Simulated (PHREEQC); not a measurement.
## Acid mine or pickling water: an equilibrium model

Synthetic water in mmol/kgw, 25 °C, pH 2.76, pe 9.8:

| constituent | mmol/kgw |
|---|---|
| Na | 2.07 |
| K | 0.202 |
| Ca | 1.37 |
| Mg | 0.00583 |
| Cl | 1.36 |
| S(6) | 3.58 |
| B | 0.00507 |
| Li | 0.0807 |
| Cu(2) | 0.0178 |
| F | 0.147 |

Valence states are taken as typed.

Computed with PHREEQC (ion-association model, wateq4f.dat).

Each row changes one thing in this solution. Precipitation was switched off in this run.

```tsv
case	ionic strength (mol/kgw)	SO4-2 (mol/kgw)	Ca+2 (mol/kgw)	HSO4- (mol/kgw)	CaSO4 (mol/kgw)	HF (mol/kgw)	SI of Gypsum (CaSO4:2H2O)	SI of Fluorite (CaF2)
as made	0.0111	0.00292	0.00109	0.000359	0.000274	0.000102	-1.28	-1.35
temperature from 25 to 85 °C at the same typed pH	0.00974	0.00207	0.00107	0.00118	?	0.000130	-1.28	-2.61
B from 0.00507 to 0.0152 mmol/kgw	0.0111	0.00292	0.00109	0.000359	0.000274	0.000102	-1.28	-1.35
all concentrations times 3 at the same typed pH	0.0294	0.00831	?	0.000878	0.00131	0.000301	-0.60	-0.09
```

Q: Complete the blanks.

A: 
- temperature from 25 to 85 °C at the same typed pH, CaSO4 (mol/kgw): 0.000287
- all concentrations times 3 at the same typed pH, Ca+2 (mol/kgw): 0.00278

Species that the database lacks are ignored. At this temperature some constants are extrapolated from 25 °C, and those without enthalpy data are left unchanged. Real BF4- forms and hydrolyses slowly; the run takes it at equilibrium.
